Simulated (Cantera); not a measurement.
A Cantera script and what it prints.

```python
import numpy as np
import cantera as ct

gas_names = """
    C CO CO2 C2 C2O C3 C3O2 C4 C5 O O2 O3
""".split()
cond_names = """
    C(gr)
""".split()


def load(file, names, dense=False):
    # The tables refer to 1 bar. Condensed volumes are neglected.
    table = {s.name: s for s in ct.Species.list_from_file(file)}
    out = []
    for n in names:
        d = dict(table[n].input_data)
        d["thermo"] = dict(d["thermo"], **{"reference-pressure": 1e5})
        if dense:
            d["equation-of-state"] = {"model": "constant-volume", "density": "1e6 g/cm^3"}
        out.append(ct.Species.from_dict(d))
    return out


gas = ct.Solution(thermo="ideal-gas", species=load("nasa_gas.yaml", gas_names))
cond = {s.name: ct.Solution(thermo="fixed-stoichiometry", species=[s], name=s.name)
        for s in load("nasa_condensed.yaml", cond_names, dense=True)}
atoms = {
    'CO2': {'C': 1, 'O': 2},
    'O2': {'O': 2},
}
top_T = {'C(gr)': 4500}  # K; cautious upper limits of use, not melting points


def equilibrate(T, P, feed):
    n = {}
    for name, mol in feed.items():
        for a, k in atoms[name].items():
            n[a] = n.get(a, 0.0) + k * mol
    gas.TPX = T, P, n
    mass = sum(n.values()) * gas.mean_molecular_weight
    gas.equilibrate("TP")
    valid = [c for c in cond.values() if c.min_temp <= T <= top_T.get(c.name, c.max_temp)]
    mix = ct.Mixture([(gas, mass / gas.mean_molecular_weight)] + [(c, 0.0) for c in valid])
    mix.T, mix.P = T, P
    mix.equilibrate("TP", solver="vcs", rtol=1e-11, max_steps=5000)
    return mix


results = []
feed = {'CO2': 1, 'O2': 0.11}  # mol
T = 1498.15  # K
P = 59000  # Pa
mix = equilibrate(T, P, feed)
results.append((T, P, feed, dict(zip(mix.species_names, mix.species_moles))))
x = sorted(zip(gas.X, gas.species_names), reverse=True)
print(f"T = {T:g} K  P = {P:g} Pa  gas = {mix.phase_moles(0):.4g} mol")
print("   x: " + "  ".join(f"{s} {v:.3e}" for v, s in x if v > 1e-05))
print("   condensed (mol): " + ("  ".join(f"{mix.phase(i).name} {mix.phase_moles(i):.4g}"
      for i in range(1, mix.n_phases) if mix.phase_moles(i) > 1e-12) or "none"))
```

Output:

```
T = 1498.15 K  P = 59000 Pa  gas = 1.11 mol
   x: CO2 9.009e-01  O2 9.911e-02  CO 1.774e-05
   condensed (mol): none
```

Method: chemical equilibrium by Gibbs-energy minimisation in Cantera with the NASA 1993 tables (ideal gas, pure condensed phases).
